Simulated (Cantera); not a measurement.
A Cantera script and its output.

```python
import numpy as np
import cantera as ct

gas = ct.Solution("gri30.yaml")
gas.TPX = 1325, 100000, {'CO': 0.0039, 'O2': 0.027, 'H2O': 0.011, 'N2': 1}
inlet = ct.Reservoir(gas, clone=True)

reactor = ct.IdealGasConstPressureReactor(gas, energy="off", clone=False)
exhaust = ct.Reservoir(gas, clone=True)
tau = [0.89, 0.36, 0.15, 0.06, 0.024, 0.0098, 0.004, 0.0016, 0.00066][0]
for a, b in ((inlet, reactor), (reactor, exhaust)):
    ct.MassFlowController(a, b, mdot=lambda t: reactor.mass / tau)
net = ct.ReactorNet([reactor])
show = ['CO', 'O2', 'H2O', 'H2', 'N2O', 'O']

rows = []
print(f"{'tau/s':>10s}{'T/K':>9s}" + "".join(f"{s:>11s}" for s in show))
for tau in [0.89, 0.36, 0.15, 0.06, 0.024, 0.0098, 0.004, 0.0016, 0.00066]:
    net.initial_time = 0.0
    net.advance(30 * tau)
    before = gas.X
    net.advance(40 * tau)
    drift = np.max(np.abs(gas.X - before) / (gas.X + 1e-9))
    rows.append([gas.T, *gas[show].X, drift])
    print(f"{tau:10.3e}{gas.T:9.1f}" + "".join(f"{x:11.3e}" for x in gas[show].X))
```

Result:

```
     tau/s      T/K         CO         O2        H2O         H2        N2O          O
 8.900e-01   1325.0  5.009e-05  2.410e-02  1.056e-02  1.405e-06  7.332e-07  5.803e-06
 3.600e-01   1325.0  9.213e-05  2.412e-02  1.055e-02  2.554e-06  8.072e-07  1.049e-05
 1.500e-01   1325.0  1.651e-04  2.415e-02  1.055e-02  4.537e-06  7.800e-07  1.855e-05
 6.000e-02   1325.0  3.008e-04  2.420e-02  1.053e-02  8.182e-06  6.804e-07  3.329e-05
 2.400e-02   1325.0  5.371e-04  2.430e-02  1.051e-02  1.433e-05  5.515e-07  5.823e-05
 9.800e-03   1325.0  9.168e-04  2.447e-02  1.048e-02  2.342e-05  4.225e-07  9.586e-05
 4.000e-03   1325.0  1.487e-03  2.473e-02  1.045e-02  3.449e-05  2.990e-07  1.444e-04
 1.600e-03   1325.0  2.249e-03  2.508e-02  1.043e-02  4.187e-05  1.794e-07  1.846e-04
 6.600e-04   1325.0  3.017e-03  2.546e-02  1.044e-02  3.387e-05  7.726e-08  1.670e-04
```

Model: GRI-Mech 3.0 (53 species, 325 reactions), integrated in Cantera.
